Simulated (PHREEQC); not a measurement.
A solution holds 0.0026 mol/kgw CuSO4, 4e-05 mol/kgw HCl and 0.03 mol/kgw Na2SO4, at 15 °C. Closed to the air; pH follows from the charge balance.

Equilibrium calculation in PHREEQC: ion-association model, wateq4f.dat.

The pH comes out as 4.76 and the ionic strength comes out as 0.0896 mol/kgw. The total alkalinity is -0.0400 meq/kg.

| species | molality | activity | log γ |
|---|---|---|---|
| Na+ | 0.0570 | 0.0452 | -0.101 |
| SO4-2 | 0.0284 | 0.0111 | -0.407 |
| NaSO4- | 0.00296 | 0.00236 | -0.098 |
| Cu+2 | 0.00139 | 0.000582 | -0.379 |
| CuSO4 | 0.00121 | 0.00123 | 0.009 |
| Cl- | 4.00e-5 | 3.10e-5 | -0.111 |
| H+ | 2.10e-5 | 1.75e-5 | -0.080 |
| HSO4- | 1.96e-5 | 1.54e-5 | -0.104 |
| CuOH+ | 4.26e-7 | 3.32e-7 | -0.108 |
| Cu2(OH)2+2 | 4.43e-8 | 1.73e-8 | -0.408 |
| Cu(OH)2 | 3.88e-8 | 3.96e-8 | 0.009 |
| CuCl+ | 3.75e-8 | 2.93e-8 | -0.108 |

No solid was allowed to form.
